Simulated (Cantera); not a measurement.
Mixture: CH4 : C2H6 : C3H8 : O2 : N2 = 1 : 0.21 : 0.034 : 1.94 : 7.28 (molar parts), equivalence ratio 1.5, at 3.10 bar, adiabatic and at constant pressure. Ignition delay is the time to a rise of 400 K.

Detailed kinetics in Cantera: GRI-Mech 3.0 (53 species, 325 reactions).

Problem. What does this change do: pressure from 3.10 bar to 13.0 bar?

Solution. 
```tsv
quantity	before	after
delay at 1225 K	1.01 ms	0.382 ms
delay at 1275 K	0.563 ms	0.212 ms
delay at 1325 K	0.333 ms	0.125 ms
delay at 1375 K	0.206 ms	76.8 µs
delay at 1425 K	0.132 ms	49.2 µs
delay at 1475 K	86.9 µs	32.5 µs
delay at 1525 K	58.7 µs	22.0 µs
apparent activation energy between 1425 and 1525 K	150 kJ/mol	150 kJ/mol
```
The pressure lies above the range GRI-Mech 3.0 was tuned for (to about 10 atm).
